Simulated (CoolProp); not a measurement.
Saturated liquid density (kg/m³) of acetone: the reference equation beside estimates from Tc = 235.0 °C, pc = 4.692 MPa, ω = 0.307.

Computed with CoolProp (reference Helmholtz-energy equation of state, Lemmon 2006). It is a short technical equation, of lower accuracy than the large ones.

| T (°C) | reference | van der Waals | Soave-Redlich-Kwong | Peng-Robinson |
|---|---|---|---|---|
| 129.15 | 652.5 | 335.7 | 503.9 | 571.7 |
| 135.35 | 643.0 | 330.9 | 495.0 | 561.8 |
| 141.45 | 633.3 | 325.9 | 486.0 | 551.6 |
| 147.65 | 623.2 | 320.7 | 476.4 | 540.7 |
| 153.85 | 612.6 | 315.3 | 466.3 | 529.3 |
| 159.95 | 601.9 | 309.8 | 455.9 | 517.5 |
| 166.15 | 590.5 | 303.9 | 444.8 | 504.8 |
| 172.35 | 578.5 | 297.7 | 433.1 | 491.3 |

Absolute difference from the reference over all 8 rows, mean and median: van der Waals 48.5 and 48.5 %, Soave-Redlich-Kwong 23.8 and 23.7 %, Peng-Robinson 13.5 and 13.4 %.
